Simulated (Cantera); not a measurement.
An adiabatic, constant-volume homogeneous reactor starts with CH₄ : H₂ : O₂ : N₂ = 1 : 0.49 : 1.5 : 5.63 (molar parts), equivalence ratio 1.5, at 1100 K and 500000 Pa. Integrator tolerance rtol = 1e-08.

Detailed kinetics in Cantera: GRI-Mech 3.0 (53 species, 325 reactions).

**Question.** What does this change do: pressure from 500000 Pa to 1000000 Pa?

**Answer.** 
```tsv
quantity	before	after
time of steepest temperature rise	1.82 ms	1.29 ms
temperature at 0.300 s	2866 K	2893 K
equilibrium temperature	2866 K	2893 K
x(CH₄) at 0.300 s	3.95e-11 (gas-phase equilibrium 4.51e-11)	1.48e-10 (gas-phase equilibrium 1.67e-10)
x(H₂) at 0.300 s	0.0807 (gas-phase equilibrium 0.0807)	0.0806 (gas-phase equilibrium 0.0806)
x(O₂) at 0.300 s	0.000294 (gas-phase equilibrium 0.000294)	0.000182 (gas-phase equilibrium 0.000182)
x(C₂H) at 0.300 s	<1e-12 (gas-phase equilibrium <1e-12)	<1e-12 (gas-phase equilibrium <1e-12)
x(CH₂CO) at 0.300 s	<1e-12 (gas-phase equilibrium <1e-12)	<1e-12 (gas-phase equilibrium 1.00e-12)
```

**Question.** What does this change do: N2 5.63 to 12 parts?

**Answer.** 
```tsv
quantity	before	after
time of steepest temperature rise	1.82 ms	3.58 ms
temperature at 0.300 s	2866 K	2292 K
equilibrium temperature	2866 K	2292 K
x(CH₄) at 0.300 s	3.95e-11 (gas-phase equilibrium 4.51e-11)	4.88e-11 (gas-phase equilibrium 5.50e-11)
x(H₂) at 0.300 s	0.0807 (gas-phase equilibrium 0.0807)	0.0498 (gas-phase equilibrium 0.0498)
x(O₂) at 0.300 s	0.000294 (gas-phase equilibrium 0.000294)	1.82e-6 (gas-phase equilibrium 1.82e-6)
x(C₂H) at 0.300 s	<1e-12 (gas-phase equilibrium <1e-12)	<1e-12 (gas-phase equilibrium <1e-12)
x(CH₂CO) at 0.300 s	<1e-12 (gas-phase equilibrium <1e-12)	<1e-12 (gas-phase equilibrium <1e-12)
```
